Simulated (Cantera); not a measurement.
What does this Cantera script print?

```python
import numpy as np
import cantera as ct

gas_names = """
    O2 H2 OH H2O2 H O H2O
""".split()
cond_names = """

""".split()


# ... load() reads the species with a 1 bar reference pressure and builds the phases ...
species = {s.name: s for s in load("nasa_gas.yaml", gas_names) + load("nasa_condensed.yaml", cond_names)}
# Each term lists the table entries of one substance; the one whose range holds T is used.
reactions = {
    'O2(g) + H2(g) = 2 OH(g)':
        [(-1, ['O2']), (-1, ['H2']), (2, ['OH'])],
    'H2O2(g) = 2 H(g) + O2(g)':
        [(-1, ['H2O2']), (2, ['H']), (1, ['O2'])],
    '2 OH(g) = 2 O(g) + H2(g)':
        [(-2, ['OH']), (2, ['O']), (1, ['H2'])],
    'O(g) + H2(g) = H2O(g)':
        [(-1, ['O']), (-1, ['H2']), (1, ['H2O'])],
}


def pick(names, T):
    return next(species[n] for n in names if species[n].thermo.min_temp <= T <= species[n].thermo.max_temp)


results = []
for label, terms in reactions.items():
    print(label)
    print("     T/K   dH/kJ  dS/(J/K)   dG/kJ   log10 K")
    for T in [1673, 1723, 1773, 1823, 1873, 1923, 1973, 2023, 2073, 2123, 2173]:
        used = [(nu, pick(names, T)) for nu, names in terms]
        dH = sum(nu * s.thermo.h(T) for nu, s in used) / 1e6
        dS = sum(nu * s.thermo.s(T) for nu, s in used) / 1e3
        dG = dH - T * dS / 1e3
        logK = -dG * 1e6 / (ct.gas_constant * T * np.log(10))
        results.append((label, T, dH, dS, dG, logK, [s.name for _, s in used]))
        print(f"{T:8g} {dH:8.1f} {dS:8.1f} {dG:8.1f} {logK:8.2f}")
```

Result:

```
O2(g) + H2(g) = 2 OH(g)
     T/K   dH/kJ  dS/(J/K)   dG/kJ   log10 K
    1673     75.0     28.0     28.2    -0.88
    1723     74.9     27.9     26.8    -0.81
    1773     74.8     27.8     25.4    -0.75
    1823     74.6     27.8     24.0    -0.69
    1873     74.5     27.7     22.6    -0.63
    1923     74.4     27.6     21.2    -0.58
    1973     74.2     27.6     19.9    -0.53
    2023     74.1     27.5     18.5    -0.48
    2073     74.0     27.4     17.1    -0.43
    2123     73.8     27.4     15.7    -0.39
    2173     73.7     27.3     14.4    -0.35
H2O2(g) = 2 H(g) + O2(g)
     T/K   dH/kJ  dS/(J/K)   dG/kJ   log10 K
    1673    593.3    231.5    206.1    -6.43
    1723    593.7    231.7    194.5    -5.90
    1773    594.0    231.9    182.9    -5.39
    1823    594.3    232.1    171.3    -4.91
    1873    594.6    232.2    159.7    -4.45
    1923    594.9    232.4    148.1    -4.02
    1973    595.2    232.5    136.4    -3.61
    2023    595.5    232.7    124.8    -3.22
    2073    595.8    232.8    113.2    -2.85
    2123    596.0    232.9    101.5    -2.50
    2173    596.3    233.0     89.9    -2.16
2 OH(g) = 2 O(g) + H2(g)
     T/K   dH/kJ  dS/(J/K)   dG/kJ   log10 K
    1673    434.2    105.0    258.5    -8.07
    1723    434.6    105.2    253.3    -7.68
    1773    434.9    105.4    248.0    -7.31
    1823    435.3    105.6    242.7    -6.96
    1873    435.6    105.8    237.5    -6.62
    1923    435.9    106.0    232.2    -6.31
    1973    436.3    106.1    226.9    -6.01
    2023    436.6    106.3    221.5    -5.72
    2073    436.9    106.5    216.2    -5.45
    2123    437.2    106.6    210.9    -5.19
    2173    437.5    106.7    205.6    -4.94
O(g) + H2(g) = H2O(g)
     T/K   dH/kJ  dS/(J/K)   dG/kJ   log10 K
    1673   -505.3   -124.0   -297.8     9.30
    1723   -505.6   -124.2   -291.6     8.84
    1773   -505.8   -124.3   -285.4     8.41
    1823   -506.0   -124.4   -279.1     8.00
    1873   -506.2   -124.5   -272.9     7.61
    1923   -506.4   -124.6   -266.7     7.24
    1973   -506.6   -124.7   -260.5     6.90
    2023   -506.7   -124.8   -254.2     6.56
    2073   -506.9   -124.9   -248.0     6.25
    2123   -507.0   -125.0   -241.7     5.95
    2173   -507.2   -125.0   -235.5     5.66
```

Source: NASA polynomial tables (part measured, part estimated), evaluated in Cantera. Condensed species are held in their standard states even where they would react or evaporate.
